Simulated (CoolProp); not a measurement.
Vapour-liquid equilibrium of R1234ze(E) (1) + R227EA (2) at 1.2 MPa; x and y are mole fractions of (1).

The numbers come from the multi-fluid Helmholtz-energy mixture model, Thol 2016 and Lemmon 2016; pair parameters Bell 2023 in CoolProp.

```json
[
 {"x": "0.05", "bubble temperature (K)": "333.7", "y at the bubble point": "0.055", "dew temperature at overall composition x (K)": "333.7", "liquid density (mol/L)": "7.208"},
 {"x": "0.2", "bubble temperature (K)": "332.8", "y at the bubble point": "0.214", "dew temperature at overall composition x (K)": "332.9", "liquid density (mol/L)": "7.465"},
 {"x": "0.35", "bubble temperature (K)": "332.0", "y at the bubble point": "0.367", "dew temperature at overall composition x (K)": "332.1", "liquid density (mol/L)": "7.737"},
 {"x": "0.5", "bubble temperature (K)": "331.4", "y at the bubble point": "0.515", "dew temperature at overall composition x (K)": "331.5", "liquid density (mol/L)": "8.027"},
 {"x": "0.65", "bubble temperature (K)": "331.0", "y at the bubble point": "0.660", "dew temperature at overall composition x (K)": "331.0", "liquid density (mol/L)": "8.336"},
 {"x": "0.8", "bubble temperature (K)": "330.7", "y at the bubble point": "0.804", "dew temperature at overall composition x (K)": "330.7", "liquid density (mol/L)": "8.667"},
 {"x": "0.95", "bubble temperature (K)": "330.6", "y at the bubble point": "0.950", "dew temperature at overall composition x (K)": "330.6", "liquid density (mol/L)": "9.025"}
]
```

No azeotrope shows between x = 0.05 and 0.95.

Pair parameters are fitted to limited data, so mixtures are less certain than the pure fluids.
